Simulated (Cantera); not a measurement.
An isothermal, constant-pressure homogeneous reactor starts with 25.0 % C3H8, 75.0 % H2, at 1098 K and 0.178 atm.

Cantera simulation using GRI-Mech 3.0 (53 species, 325 reactions); the numbers are that mechanism's predictions, not measurements. GRI-Mech 3.0 was tuned for natural gas; its chemistry of propane as a main component is partial and can be far from experiment. GRI-Mech 3.0 stops at C3 and has no aromatics, soot or wall deposition, so with more carbon than oxygen in the feed, carbon stays in small species such as C2H2 where larger ones or solid carbon would form.

**Question.** Predict: x(C3H8) at 200 s; x(H2) at 200 s; x(C2H4) at 200 s; x(C2H6) at 200 s; x(C2H2) at 200 s.

**Answer.** 
```
Quantity                                            Result
----------------  ----------------------------------------
x(C3H8) at 200 s   2.54e-5 (gas-phase equilibrium 1.76e-6)
x(H2) at 200 s         0.494 (gas-phase equilibrium 0.298)
x(C2H4) at 200 s      0.110 (gas-phase equilibrium 0.0194)
x(C2H6) at 200 s  0.00552 (gas-phase equilibrium 0.000598)
x(C2H2) at 200 s    0.0183 (gas-phase equilibrium 0.00526)
```
